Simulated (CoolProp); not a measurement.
50 sccm (0 °C, 1 atm) of nitrogen bubbles through liquid isohexane at 317.4 K and leaves saturated at a total pressure of 0.111 MPa (ideal gas phase). Each further row changes one setting.

The numbers come from the reference Helmholtz-energy equation of state, Lemmon 2006 in CoolProp. It is a short technical equation, of lower accuracy than the large ones.

```
case                      vapour pressure (kPa)  mole fraction of vapour  delivery (mg/min)  delivery (sccm)  change of delivery for a bath 1 K warmer (%)
------------------------  ---------------------  -----------------------  -----------------  ---------------  --------------------------------------------
as stated                                  59.2                    0.533                219             57.1                                           8.1
bath temperature 322.4 K                   70.5                    0.635                  …             87.0                                             …
total pressure 0.222 MPa                   59.2                        …               69.8             18.2                                           5.0
```

### Question
What belongs in the gaps?

### Answer

- bath temperature 322.4 K, delivery (mg/min): 335
- bath temperature 322.4 K, change of delivery for a bath 1 K warmer (%): 10
- total pressure 0.222 MPa, mole fraction of vapour: 0.266
